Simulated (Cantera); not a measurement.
Charge: 1 mol Si3N4, 1 mol CO2, 2.4 mol H2, 0.033 mol N2O, equilibrated at 3600 Torr.

Method: chemical equilibrium by Gibbs-energy minimisation in Cantera with the NASA 1993 tables (ideal gas, pure condensed phases). Candidate condensed phases: C, C6H6, C7H8, C8H18, H2O, Si, SiC, SiO2, Si2N2O, Si3N4; 151 gas species. Mutual solubility and eutectic melting of coexisting phases are not modelled. The tables hold silica as quartz up to 1696 K and as liquid above; real silica turns to tridymite and cristobalite and melts near 1996 K. Rates play no part.

### Question
Which condensed phases are stable at each of these points (T (K)): 1173, 1248, 1323, 1398, 1473, 1548, 1623, 1698, 1773?

### Answer
| T (K) | condensed phases | Si condensed (%) |
|---|---|---|
| 1173 | C(graphite) + SiO2(β-quartz) + Si2N2O(s) | 100.0 |
| 1248 | C(graphite) + SiO2(β-quartz) + Si2N2O(s) | 100.0 |
| 1323 | C(graphite) + SiO2(β-quartz) + Si2N2O(s) | 100.0 |
| 1398 | C(graphite) + SiO2(β-quartz) + Si2N2O(s) | 100.0 |
| 1473 | C(graphite) + SiO2(β-quartz) + Si2N2O(s) | 100.0 |
| 1548 | C(graphite) + SiO2(β-quartz) + Si2N2O(s) | 100.0 |
| 1623 | C(graphite) + Si2N2O(s) | 100.0 |
| 1698 | C(graphite) + Si2N2O(s) | 100.0 |
| 1773 | C(graphite) + Si2N2O(s) | 100.0 |

From 1173 K to 1548 K the condensed part is C(graphite) + SiO2(β-quartz) + Si2N2O(s). From 1623 K to 1773 K the condensed part is C(graphite) + Si2N2O(s).
